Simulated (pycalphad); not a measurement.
Computed with pycalphad from the COST 507 light-alloy database (1999), at 1 atm. These are 1990s assessments: newer ones move some temperatures and phases. Kinetics are ignored, which matters at the lower temperatures.

Molar enthalpy of Ti-0.3219B (wt.%) in equilibrium (SER reference):

```csv
T (°C),H (kJ/mol),phases
2577,110.39,liquid
2377,101.18,liquid
2177,91.96,liquid
1977,82.74,liquid
1777,73.53,liquid
1677,68.92,liquid
1577,54.69,bcc + liquid
1477,46.35,bcc + BM
1377,42.92,bcc + BM
1177,36.41,bcc + BM
977,30.29,bcc + BM
777,19.89,hcp + BM
577,13.43,hcp + BM
377,7.33,hcp + BM
```

Cooling from 1677 °C to 1477 °C, across the freezing range, releases 22.6 kJ/mol, or 477 J/g. The slope is 46 J/(mol K) in the liquid and 34 J/(mol K) just below the solidus, where it includes any heat of precipitation. Liquidus 1638 °C, solidus 1541 °C. Changes were sought between steps of 100 K, so a narrower field can be missed.

Database names, with the compositions (at.%) that they take in these runs: BM: Ti 50 B 50.
